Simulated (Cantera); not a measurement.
A perfectly stirred reactor is fed with C₂H₆ : N₂ = 1 : 4.1 (molar parts), at 24000 Pa; it is held at 1025 K, and followed from long to short residence time.

Computed with Cantera and GRI-Mech 3.0 (53 species, 325 reactions). GRI-Mech 3.0 stops at C3 and has no aromatics, soot or wall deposition, so with more carbon than oxygen in the feed, carbon stays in small species such as C2H2 where larger ones or solid carbon would form.

One state of this run: x C₂H₆ = 0.189; x CH₄ = 0.000198; x H₂ = 0.00537; x C₂H₂ = 1.25e-5; x C₂H = <1e-12. x: mole fraction; the columns are a selection and need not sum to one.

Question: Which value of τ (s) does it belong to?
A) 0.28
B) 0.016
C) 0.068
D) 0.033

Answer: C, 0.068
